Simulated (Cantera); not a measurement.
Charge: 1 mol CH3SiH3, 0.011 mol CH4, 2.5 mol H2, equilibrated at 1000 Pa.

Cantera equilibrium calculation (NASA polynomials, part measured and part estimated; ideal gas, pure solids and liquids). Candidate condensed phases: C, C6H6, C7H8, C8H18, Si, SiC; 87 gas species. The feed counts by its element totals alone. Gases not in the tables: Si2H6 and higher silanes. The numbers say what is thermodynamically allowed, not how fast it happens.

x: gas mole fraction; n: condensed amount in mol.

```json
[
 {"T (K)": "1475", "x H2": "1.000", "x H": "0.000130", "x Si": "3.79e-9", "x SiC2": "5.33e-12", "x Si2C": "4.73e-12", "n C(graphite)": "0.0108", "n SiC(s)": "1.00"},
 {"T (K)": "1550", "x H2": "1.000", "x H": "0.000315", "x Si": "2.92e-8", "x SiC2": "7.73e-11", "x Si2C": "6.51e-11", "n C(graphite)": "0.0107", "n SiC(s)": "1.00"},
 {"T (K)": "1625", "x H2": "0.999", "x H": "[?]", "x Si": "[?]", "x SiC2": "[?]", "x Si2C": "[?]", "n C(graphite)": "0.0105", "n SiC(s)": "1.000"},
 {"T (K)": "1700", "x H2": "0.998", "x H": "0.00147", "x Si": "1.01e-6", "x SiC2": "7.90e-9", "x Si2C": "6.07e-9", "n C(graphite)": "0.0101", "n SiC(s)": "1.000"},
 {"T (K)": "1775", "x H2": "0.997", "x H": "0.00289", "x Si": "4.71e-6", "x SiC2": "5.92e-8", "x Si2C": "4.37e-8", "n C(graphite)": "0.00941", "n SiC(s)": "1.000"},
 {"T (K)": "1850", "x H2": "0.994", "x H": "[?]", "x Si": "[?]", "x SiC2": "[?]", "x Si2C": "[?]", "n C(graphite)": "[?]", "n SiC(s)": "1.000"},
 {"T (K)": "1925", "x H2": "0.990", "x H": "0.00951", "x Si": "7.15e-5", "x SiC2": "2.06e-6", "x Si2C": "1.41e-6", "n C(graphite)": "0.00637", "n SiC(s)": "1.000"},
 {"T (K)": "2000", "x H2": "0.983", "x H": "0.0161", "x Si": "0.000239", "x SiC2": "9.88e-6", "x Si2C": "6.54e-6", "n C(graphite)": "0.00399", "n SiC(s)": "0.998"},
 {"T (K)": "2075", "x H2": "0.972", "x H": "0.0263", "x Si": "0.000730", "x SiC2": "4.23e-5", "x Si2C": "2.71e-5", "n C(graphite)": "0.00174", "n SiC(s)": "0.995"},
 {"T (K)": "2150", "x H2": "0.954", "x H": "0.0412", "x Si": "0.00206", "x SiC2": "0.000163", "x Si2C": "0.000101", "n C(graphite)": "0.00201", "n SiC(s)": "0.986"},
 {"T (K)": "2225", "x H2": "0.928", "x H": "0.0624", "x Si": "0.00542", "x SiC2": "0.000572", "x Si2C": "0.000346", "n C(graphite)": "0.0110", "n SiC(s)": "0.960"},
 {"T (K)": "2300", "x H2": "0.888", "x H": "0.0912", "x Si": "0.0134", "x SiC2": "0.00185", "x Si2C": "0.00109", "n C(graphite)": "0.0432", "n SiC(s)": "0.894"},
 {"T (K)": "2375", "x H2": "0.826", "x H": "0.128", "x Si": "0.0312", "x SiC2": "0.00552", "x Si2C": "0.00317", "n C(graphite)": "0.132", "n SiC(s)": "0.727"},
 {"T (K)": "2450", "x H2": "0.727", "x H": "0.171", "x Si": "0.0689", "x SiC2": "0.0154", "x Si2C": "0.00864", "n C(graphite)": "0.358", "n SiC(s)": "0.299"}
]
```

Q: What belongs in the gaps?

A: 
- 1850, x H: 0.00537
- 1850, x Si: 1.94e-5
- 1850, x SiC2: 3.76e-7
- 1850, x Si2C: 2.67e-7
- 1850, n C(graphite): 0.00820
- 1625, x H: 0.000705
- 1625, x Si: 1.86e-7
- 1625, x SiC2: 8.71e-10
- 1625, x Si2C: 7.00e-10
